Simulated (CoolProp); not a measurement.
A simple Rankine cycle with n-butane: condensing at 326.15 K, boiler at 1.89 MPa, turbine inlet 399.5 K, turbine efficiency 0.8, pump efficiency 0.6, no recuperator. Each further row changes one setting.

The numbers come from the reference Helmholtz-energy equation of state, Bücker 2006 in CoolProp.

| case | thermal efficiency (%) | net work (kJ/kg) | heat in (kJ/kg) | turbine exit temperature (K) | volume ratio over the turbine |
|---|---|---|---|---|---|
| as stated | 9.3 | 41.1 | 440 | 359.8 | 3.92 |
| turbine inlet 419.5 K | 9.3 | 45.5 | … | … | … |
| condensing temperature 318.15 K | … | … | 461 | 354.5 | 4.84 |
| boiler pressure 1.32 MPa | 7.0 | 32.5 | 461 | … | 2.55 |
| turbine efficiency 0.7 | … | 35.4 | 440 | … | 3.96 |

Q: What belongs in the gaps?

A: 
- turbine inlet 419.5 K, heat in (kJ/kg): 492
- turbine inlet 419.5 K, turbine exit temperature (K): 382.3
- turbine inlet 419.5 K, volume ratio over the turbine: 3.77
- condensing temperature 318.15 K, thermal efficiency (%): 10.5
- condensing temperature 318.15 K, net work (kJ/kg): 48.5
- boiler pressure 1.32 MPa, turbine exit temperature (K): 373.9
- turbine efficiency 0.7, thermal efficiency (%): 8.0
- turbine efficiency 0.7, turbine exit temperature (K): 362.5
